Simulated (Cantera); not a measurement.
A Cantera script and what it prints.

```python
import numpy as np
import cantera as ct

gas_names = """
    C CN CO CO2 C2 CCN CNC C2N2 C2O C3 C3O2 C4 C4N2 C5 N NCO NO NO2 NO3 N2 N2O O O2 O3 Si SiC SiC2 SiN
    SiO SiO2 Si2 Si2C Si2N Si3
""".split()
cond_names = """
    C(gr) Si(cr) Si(L) SiC(b) SiO2(Lqz) SiO2(hqz) SiO2(L) Si2N2O(s) Si3N4(a)
""".split()


# ... load() reads the species with a 1 bar reference pressure and builds the phases ...
atoms = {
    'Si': {'Si': 1},
    'CO2': {'C': 1, 'O': 2},
    'N2': {'N': 2},
    'O2': {'O': 2},
}
top_T = {'C(gr)': 4500, 'SiC(b)': 3050, 'Si2N2O(s)': 2100, 'Si3N4(a)': 2400}  # K; cautious upper limits of use, not melting points


# ... equilibrate(T, P, feed) seeds the gas with the atoms and calls Mixture.equilibrate('TP', solver="vcs", rtol=1e-11, max_steps=5000) ...
results = []
feed = {'Si': 1, 'CO2': 4.1, 'N2': 57, 'O2': 0.013}  # mol
T = 2073  # K
P = 81000  # Pa
mix = equilibrate(T, P, feed)
results.append((T, P, feed, dict(zip(mix.species_names, mix.species_moles))))
x = sorted(zip(gas.X, gas.species_names), reverse=True)
print(f"T = {T:g} K  P = {P:g} Pa  gas = {mix.phase_moles(0):.4g} mol")
print("   x: " + "  ".join(f"{s} {v:.3e}" for v, s in x if v > 1e-06))
print("   condensed (mol): " + ("  ".join(f"{mix.phase(i).name} {mix.phase_moles(i):.4g}"
      for i in range(1, mix.n_phases) if mix.phase_moles(i) > 1e-12) or "none"))
```

Result:

```
T = 2073 K  P = 81000 Pa  gas = 61.11 mol
   x: N2 9.328e-01  CO2 3.476e-02  CO 3.234e-02  NO 6.277e-05  SiO 5.113e-05  O2 8.089e-06  O 3.631e-06  SiO2 1.060e-06
   condensed (mol): SiO2(L) 0.9968
```

Equilibrium computed with Cantera from the NASA thermochemical tables; the gas is ideal and each condensed phase is pure. The tables hold silica as quartz up to 1696 K and as liquid above; real silica turns to tridymite and cristobalite and melts near 1996 K.
